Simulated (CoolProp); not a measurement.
The numbers come from the reference Helmholtz-energy equation of state, Rui 2013 in CoolProp.

Q: Give the vapour pressure (MPa), liquid cp (kJ/(kg K)), vapour Z, liquid conductivity (mW/(m K)) of saturated R236EA at 330.2 K.

A: 
```tsv
T (K)	p (MPa)	liquid cp (kJ/(kg K))	vapour Z	liquid conductivity (mW/(m K))
330.2	0.556	1.33	0.856	68.7
```

Thermal conductivity comes from a separate model (Huber 2003), an estimate that may be off by 10 % or more.
